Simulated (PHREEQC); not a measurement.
Dissolve 0.017 mol H2SO4 and 0.2 mol ZnSO4 per kg of water at 25 °C. Closed to the air; pH follows from the charge balance.

Model: ion-association model, wateq4f.dat, run in PHREEQC.

The ionic strength comes out as 0.389 mol/kgw. What activity coefficients do HSO4-, SO4-2, Zn(SO4)2-2, H+, Zn+2 get?

HSO4- 0.68, SO4-2 0.23, Zn(SO4)2-2 0.28, H+ 0.77, Zn+2 0.27.

No solid was allowed to form. Species that the database lacks are ignored.
